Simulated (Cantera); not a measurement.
Input: 1 mol Si, 4.1 mol HCl, 0.31 mol H2, 1.2 mol Cl2, at 1125 °C and 4.70 bar.

Method: chemical equilibrium by Gibbs-energy minimisation in Cantera with the NASA 1993 tables (ideal gas, pure condensed phases). The tables' values for SiCl3 are old estimates; treat these amounts as uncertain. Rates play no part.

```json
[
 {"species": "HCl", "before": "0.552", "after": "0.623"},
 {"species": "H2", "before": "0.232", "after": "0.196"},
 {"species": "SiCl4", "before": "0.206", "after": "0.175"},
 {"species": "SiH2Cl2", "before": "2.70e-5", "after": "1.28e-5"},
 {"species": "SiCl2", "before": "0.000307", "after": "0.000172"},
 {"species": "SiHCl3", "before": "0.00608", "after": "0.00385"},
 {"species": "SiCl3", "before": "0.00385", "after": "0.00265"}
]
```
Gas species are given as mole fractions.

Q: What was changed between the two runs?
A) Cl2 from 1.2 to 0.58 mol
B) HCl from 4.1 to 5 mol
C) pressure from 4.70 bar to 1 atm
D) Si replaced by SiCl4

A: B, HCl from 4.1 to 5 mol
